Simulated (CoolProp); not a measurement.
A single-stage vapour-compression cycle with sulfur dioxide: evaporating at 314.15 K (dew point), condensing at 336.15 K (bubble point), superheat 0 K, subcooling 5 K, compressor efficiency 0.8, no pressure losses. Each further row changes one setting.

Model: reference Helmholtz-energy equation of state, Gao 2016, in CoolProp.

```json
[
 {"case": "as stated", "cooling COP": "10.6", "pressure ratio": "1.83", "discharge temperature (K)": "364.1", "refrigerating effect (kJ/kg)": "315", "volumetric capacity (kJ/m³)": "5550"},
 {"case": "evaporating temperature 319.15 K", "cooling COP": "___", "pressure ratio": "1.58", "discharge temperature (K)": "___", "refrigerating effect (kJ/kg)": "316", "volumetric capacity (kJ/m³)": "6420"},
 {"case": "condensing temperature 331.15 K", "cooling COP": "14.0", "pressure ratio": "1.61", "discharge temperature (K)": "353.0", "refrigerating effect (kJ/kg)": "322", "volumetric capacity (kJ/m³)": "5680"},
 {"case": "subcooling 10 K", "cooling COP": "10.9", "pressure ratio": "1.83", "discharge temperature (K)": "364.1", "refrigerating effect (kJ/kg)": "322", "volumetric capacity (kJ/m³)": "5680"},
 {"case": "superheat 10 K", "cooling COP": "10.4", "pressure ratio": "1.83", "discharge temperature (K)": "375.6", "refrigerating effect (kJ/kg)": "323", "volumetric capacity (kJ/m³)": "5440"},
 {"case": "compressor efficiency 0.7", "cooling COP": "9.32", "pressure ratio": "1.83", "discharge temperature (K)": "___", "refrigerating effect (kJ/kg)": "315", "volumetric capacity (kJ/m³)": "5550"}
]
```

Task: What belongs in the gaps?

Result: 
- evaporating temperature 319.15 K, cooling COP: 14.2
- evaporating temperature 319.15 K, discharge temperature (K): 357.1
- compressor efficiency 0.7, discharge temperature (K): 369.3
